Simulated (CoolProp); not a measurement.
Vapour-liquid equilibrium of R113 (1) + n-heptane (2) at 0.952 MPa; x and y are mole fractions of (1).

Model: multi-fluid Helmholtz-energy mixture model, Marx 1992 and Span 2003; pair parameters Bell 2016, in CoolProp.

| x | bubble temperature (K) | y at the bubble point | dew temperature at overall composition x (K) | liquid density (mol/L) |
|---|---|---|---|---|
| 0.05 | 466.4 | 0.108 | 469.1 | 5.074 |
| 0.2 | 452.5 | 0.376 | 461.8 | 5.351 |
| 0.35 | 441.0 | 0.569 | 454.0 | 5.608 |
| 0.5 | 431.6 | 0.709 | 445.3 | 5.851 |
| 0.65 | 423.9 | 0.815 | 435.7 | 6.089 |
| 0.8 | 417.4 | 0.900 | 425.0 | 6.333 |
| 0.95 | 411.6 | 0.976 | 413.6 | 6.591 |

No azeotrope shows between x = 0.05 and 0.95.

The pair parameters rest on a limited set of measurements; away from them the model extrapolates.
